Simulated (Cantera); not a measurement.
Input: 1 mol PbS, 2.8 mol H2, at 1898 K and 75.0 Torr.

Cantera equilibrium calculation (NASA polynomials, part measured and part estimated; ideal gas, pure solids and liquids). The numbers say what is thermodynamically allowed, not how fast it happens.

| species | before | after |
|---|---|---|
| H2 | 0.674 | 0.992 |
| Pb | 0.102 | 0.00266 |
| H | 0.00203 | 0.00246 |
| PbS | 0.151 | 0.000182 |
| S2 | 0.0315 | 6.69e-5 |
| H2S | 0.0299 | 0.00203 |
| S | 0.000883 | 4.07e-5 |
| SH | 0.00821 | 0.000459 |
Gas species are given as mole fractions.

**Question.** Name the change that produced these shifts.
A) H2 from 2.8 to 350 mol
B) temperature from 1898 K to 2273 K
C) temperature from 1898 K to 1100 K
D) H2 from 2.8 to 38 mol

**Answer.** A, H2 from 2.8 to 350 mol
